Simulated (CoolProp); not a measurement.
Saturation properties of octamethyltrisiloxane (MDM).

The numbers come from the reference Helmholtz-energy equation of state, Thol 2017 in CoolProp.

| T (K) | p (bar) | vapour density (kg/m³) | enthalpy of vaporisation (kJ/kg) | liquid cp (kJ/(kg K)) | surface tension (mN/m) |
|---|---|---|---|---|---|
| 263.1 | 0.0003387 | 0.003663 | 218.3 | 1.711 | 19.9 |
| 279.1 | 0.001286 | 0.01311 | 211.9 | 1.742 | 18.4 |
| 295.2 | 0.004106 | 0.03961 | 205.5 | 1.776 | 16.9 |
| 311.3 | 0.01128 | 0.1033 | 199.2 | 1.814 | 15.4 |
| 327.3 | 0.02717 | 0.2373 | 192.9 | 1.853 | 14.0 |
| 343.4 | 0.05923 | 0.4951 | 186.6 | 1.893 | 12.6 |
| 359.5 | 0.1180 | 0.9487 | 180.3 | 1.934 | 11.3 |
| 375.5 | 0.2173 | 1.687 | 173.9 | 1.976 | 10.0 |

It boils at 425.6 K under 1 atm.

Surface tension comes from a separate correlation (Mulero 2014), older than this fluid's equation and unchecked against measurements.
